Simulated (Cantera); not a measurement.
A Cantera script and what it prints.

```python
import numpy as np
import cantera as ct

gas_names = """
    Br Br2 Mg MgBr MgBr2 MgO Mg2 O O2 O3
""".split()
cond_names = """
    Br2(cr) Br2(L) Mg(cr) Mg(L) MgBr2(s) MgBr2(L) MgO(s) MgO(L)
""".split()


# ... load() reads the species with a 1 bar reference pressure and builds the phases ...
atoms = {
    'MgO': {'Mg': 1, 'O': 1},
    'Br2': {'Br': 2},
    'O2': {'O': 2},
}
top_T = {}  # K; cautious upper limits of use, not melting points


# ... equilibrate(T, P, feed) seeds the gas with the atoms and calls Mixture.equilibrate('TP', solver="vcs", rtol=1e-11, max_steps=5000) ...
results = []
feed = {'MgO': 1, 'Br2': 0.64, 'O2': 0.46}  # mol
P = 820000  # Pa
for T in [1050, 1100, 1150, 1200, 1250, 1300, 1350, 1400, 1450, 1500, 1550, 1600, 1650, 1700]:
    mix = equilibrate(T, P, feed)
    results.append((T, P, feed, dict(zip(mix.species_names, mix.species_moles))))
    x = sorted(zip(gas.X, gas.species_names), reverse=True)
    print(f"T = {T:g} K  P = {P:g} Pa  gas = {mix.phase_moles(0):.4g} mol")
    print("   x: " + "  ".join(f"{s} {v:.3e}" for v, s in x if v > 0.001))
    print("   condensed (mol): " + ("  ".join(f"{mix.phase(i).name} {mix.phase_moles(i):.4g}"
          for i in range(1, mix.n_phases) if mix.phase_moles(i) > 1e-12) or "none"))
```

Result:

```
T = 1050 K  P = 820000 Pa  gas = 1.101 mol
   x: Br2 5.797e-01  O2 4.176e-01  Br 2.674e-03
   condensed (mol): MgO(s) 1
T = 1100 K  P = 820000 Pa  gas = 1.102 mol
   x: Br2 5.783e-01  O2 4.173e-01  Br 4.453e-03
   condensed (mol): MgO(s) 1
T = 1150 K  P = 820000 Pa  gas = 1.104 mol
   x: Br2 5.762e-01  O2 4.167e-01  Br 7.094e-03
   condensed (mol): MgO(s) 1
T = 1200 K  P = 820000 Pa  gas = 1.106 mol
   x: Br2 5.732e-01  O2 4.159e-01  Br 1.087e-02
   condensed (mol): MgO(s) 1
T = 1250 K  P = 820000 Pa  gas = 1.109 mol
   x: Br2 5.691e-01  O2 4.148e-01  Br 1.608e-02
   condensed (mol): MgO(s) 1
T = 1300 K  P = 820000 Pa  gas = 1.113 mol
   x: Br2 5.635e-01  O2 4.134e-01  Br 2.307e-02
   condensed (mol): MgO(s) 1
T = 1350 K  P = 820000 Pa  gas = 1.118 mol
   x: Br2 5.563e-01  O2 4.115e-01  Br 3.217e-02
   condensed (mol): MgO(s) 0.9999
T = 1400 K  P = 820000 Pa  gas = 1.125 mol
   x: Br2 5.471e-01  O2 4.091e-01  Br 4.373e-02
   condensed (mol): MgO(s) 0.9999
T = 1450 K  P = 820000 Pa  gas = 1.133 mol
   x: Br2 5.355e-01  O2 4.061e-01  Br 5.805e-02
   condensed (mol): MgO(s) 0.9997
T = 1500 K  P = 820000 Pa  gas = 1.143 mol
   x: Br2 5.215e-01  O2 4.026e-01  Br 7.540e-02
   condensed (mol): MgO(s) 0.9994
T = 1550 K  P = 820000 Pa  gas = 1.156 mol
   x: Br2 5.046e-01  O2 3.984e-01  Br 9.596e-02  MgBr2 1.053e-03
   condensed (mol): MgO(s) 0.9988
T = 1600 K  P = 820000 Pa  gas = 1.171 mol
   x: Br2 4.846e-01  O2 3.937e-01  Br 1.198e-01  MgBr2 1.895e-03
   condensed (mol): MgO(s) 0.9978
T = 1650 K  P = 820000 Pa  gas = 1.189 mol
   x: Br2 4.615e-01  O2 3.884e-01  Br 1.468e-01  MgBr2 3.253e-03
   condensed (mol): MgO(s) 0.9961
T = 1700 K  P = 820000 Pa  gas = 1.21 mol
   x: Br2 4.352e-01  O2 3.828e-01  Br 1.766e-01  MgBr2 5.342e-03
   condensed (mol): MgO(s) 0.9935
```

Equilibrium computed with Cantera from the NASA thermochemical tables; the gas is ideal and each condensed phase is pure.
